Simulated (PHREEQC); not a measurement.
A column of 1 m (40 cells, dispersivity 0.08 m, 3600 s a shift, diffusion coefficient 3e-10 m²/s) holds 0.0034 eq of the database's cation exchanger X per kg of pore water, first in equilibrium with 0.0013 mol MnCl2, 0.0025 mol NH4Cl, 0.00044 mol CaCl2 and 1e-05 mol HCl per kg of water. It is flushed with 0.0013 mol LiCl and 1e-05 mol HCl per kg of water, at 25 °C. Values are for the last cell. The system is closed to CO2. No solid was allowed to form.

The series has 33 steps of pore volumes, from 0 to 8.012.

The numbers come from PHREEQC with the ion-association model, phreeqc.dat.

Question: After how many pore volumes does Li at the outlet first reach half of its feed value?

Answer: By 1.3 pore volumes.
